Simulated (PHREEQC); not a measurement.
A column of 0.5 m (30 cells, dispersivity 0.025 m, 720 s a shift, diffusion coefficient 3e-10 m²/s) holds 0.17 eq of the database's cation exchanger X per kg of pore water, first in equilibrium with 0.00086 mol MgSO4, 0.045 mol MnCl2 and 1e-05 mol HCl per kg of water. It is flushed with 61 mmol/kgw MgCl2, 2.6 mmol/kgw KBr, 67 mmol/kgw (NH4)2SO4 and 0.01 mmol/kgw HCl, at 25 °C. Values are for the last cell. No CO2 enters from the air. No solid was allowed to form.

The series has 31 steps of pore volumes, from 0 to 4.017.

Equilibrium calculation in PHREEQC: ion-association model, phreeqc.dat.

After how many pore volumes does NH4 at the outlet first reach half of its feed value?

By 1.9 pore volumes.

After how many pore volumes does Br at the outlet first reach half of its feed value?

By 1.1 pore volumes.

After how many pore volumes does K at the outlet first reach half of its feed value?

By 2.1 pore volumes.

Species that the database lacks are ignored.
